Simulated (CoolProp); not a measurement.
Vapour-liquid equilibrium of R1234yf (1) + R1234ze(E) (2) at 21.6 kPa; x and y are mole fractions of (1).

Computed with CoolProp (multi-fluid Helmholtz-energy mixture model, Lemmon 2022 and Thol 2016; pair parameters Bell 2022).

Problem. Give the bubble temperature and the first vapour's composition at x = 0.35, 0.55, 0.65. Is there an azeotrope?

Solution. x = 0.35: -53.9 °C, y = 0.494; x = 0.55: -55.8 °C, y = 0.686; x = 0.65: -56.7 °C, y = 0.768. No azeotrope shows between x = 0.05 and 0.95.

Pair parameters are fitted to limited data, so mixtures are less certain than the pure fluids.
